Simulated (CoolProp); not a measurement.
CH2F2 (R32) at 375.47 K and 3.55 MPa flows at 19 m/s in a round tube of 2 mm bore and 15 µm roughness, fully developed (64/Re and Nu = 3.66 if laminar; Colebrook and Gnielinski if turbulent). Each further row changes one setting.

Computed with CoolProp (reference Helmholtz-energy equation of state, Tillner-Roth 1997).

| case | Reynolds number | Darcy friction factor | pressure drop (Pa/m) | heat-transfer coefficient (W/(m² K)) | mass flow (kg/h) |
|---|---|---|---|---|---|
| as stated | 163000 | 0.0349 | 235000 | 8830 | 16.0 |
| velocity 38 m/s | 326000 | 0.0347 | 934000 | 17600 | 32.1 |
| diameter 4 mm | 326000 | 0.0282 | 95100 | 7130 | 64.1 |

Viscosity comes from a separate model (Bell 2016), an estimate that may be off by 10 % or more. Thermal conductivity comes from a separate model (Huber 2003), an estimate that may be off by 10 % or more.
